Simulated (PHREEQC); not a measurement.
# Spent oxide etchant (model solution)

A solution holds 0.0026 mol HF, 0.00018 mol (NH4)2SiF6, 0.00018 mol HBF4, 0.021 mol H2SO4 and 0.0048 mol KCl per kg of water, at 25 °C. Closed to the air; pH follows from the charge balance.

All values are PHREEQC results (ion-association model, phreeqc.dat), not measurements.

Precipitation was switched off in this run.

Question: Estimate the pH, ionic strength, specific conductance.

Answer: pH 1.59; ionic strength 0.0433 mol/kgw; specific conductance 11400 µS/cm.

Question: In which forms is F present?

Answer: HF 81 %, SiF6-2 12 %, BF4- 3.7 %, F- 2.6 % of the F.

SiF6-2 is the database's only silicon fluoride. Real BF4- forms and hydrolyses slowly; the run takes it at equilibrium.
